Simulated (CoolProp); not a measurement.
Vapour-liquid equilibrium of CHF3 (R23) (1) + R143a (2) at 0.0838 MPa; x and y are mole fractions of (1).

Computed with CoolProp (multi-fluid Helmholtz-energy mixture model, Penoncello 2003 and Lemmon and Jacobsen 2000; pair parameters Bell 2016).

Question: Give the bubble temperature and the first vapour's composition at x = 0.05, 0.35, 0.8. Is there an azeotrope?

Answer: x = 0.05: 218.6 K, y = 0.193; x = 0.35: 202.6 K, y = 0.775; x = 0.8: 191.0 K, y = 0.965. No azeotrope shows between x = 0.05 and 0.95.

Pair parameters are fitted to limited data, so mixtures are less certain than the pure fluids. The gap from Raoult's law changes sign with composition, which may be real or a fault of the pair parameters; it wasn't checked against measurements.
